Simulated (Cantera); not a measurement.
Input: 1 mol SiHCl3, 0.48 mol HCl, 68 mol H2, held at 1925 K and 1.10 mbar.

These are equilibrium values from Cantera (NASA tables, ideal gas, pure condensed phases), not measurements of a reactor. Candidate condensed phases: Si; 19 gas species. The tables' values for SiCl are old estimates; treat these amounts as uncertain. Gases not in the tables: Si2H6 and higher silanes. Rates play no part.

Base state: H2 0.917, HCl 0.0407, H 0.0276, Si 0.00986, SiCl2 0.00296, Cl 0.000922, SiCl 0.000602, SiH 0.000255 (mole fractions); condensed: gas only.

### Question
What changes in the equilibrium state with this change: H2 from 68 to 36 mol?

### Answer
```
species    before    after
-------  --------  -------
H2          0.917    0.882
HCl        0.0407   0.0646
H          0.0276   0.0271
SiCl2     0.00296   0.0103
Si        0.00986   0.0131
Si3       7.32e-6  1.71e-5
SiCl     0.000602  0.00129
```
